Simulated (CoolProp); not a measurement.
Vapour pressure (bar) of fluoroethane (R161): the reference equation beside estimates from Tc = 102.1 °C, pc = 50.10 bar, ω = 0.216. Clausius-Clapeyron is anchored at -96.95 °C with a constant enthalpy of vaporisation of 23.29 kJ/mol.

Computed with CoolProp (reference Helmholtz-energy equation of state, Wu 2012).

```csv
T (°C),reference,Lee-Kesler,Clausius-Clapeyron,van der Waals,Redlich-Kwong,Soave-Redlich-Kwong
-96.95,0.02197,0.02045,0.02197,___,0.04530,0.02100
-71.15,___,0.1527,0.1674,2.258,0.2976,0.1553
-45.45,0.6948,0.6797,0.8012,4.643,1.154,0.6840
-19.65,___,2.152,2.803,8.356,3.221,2.152
6.05,5.307,5.329,7.753,13.61,7.183,5.333
31.85,11.10,11.16,___,20.66,13.78,11.23
57.55,20.54,___,36.99,29.61,23.61,___
83.35,35.05,35.18,68.30,40.68,37.36,35.57
```

Problem. Some entries are withheld; supply them.

Solution. 
- -96.95, van der Waals: 0.8984
- -71.15, reference: 0.1603
- -19.65, reference: 2.160
- 31.85, Clausius-Clapeyron: 18.12
- 57.55, Lee-Kesler: 20.63
- 57.55, Soave-Redlich-Kwong: 20.88

Absolute difference from the reference over all 8 rows, mean and median: Lee-Kesler 2.0 and 0.5 %, Clausius-Clapeyron 41.7 and 37.9 %, van der Waals 807.0 and 221.7 %, Redlich-Kwong 48.5 and 42.2 %, Soave-Redlich-Kwong 1.8 and 1.5 %.
